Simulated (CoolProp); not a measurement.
Computed with CoolProp (reference Helmholtz-energy equation of state, Outcalt 1996). It is a modified Benedict-Webb-Rubin equation, recast in Helmholtz form.

Q: For R152A, give the phase and the viscosity (µPa s) at 226.85 °C and 0.201 MPa; 226.85 °C and 0.635 MPa.

A: 
- 226.85 °C and 0.201 MPa: gas; viscosity 18.3
- 226.85 °C and 0.635 MPa: gas; viscosity 18.4

Viscosity comes from a separate model (Bell 2016), an estimate that may be off by 10 % or more.
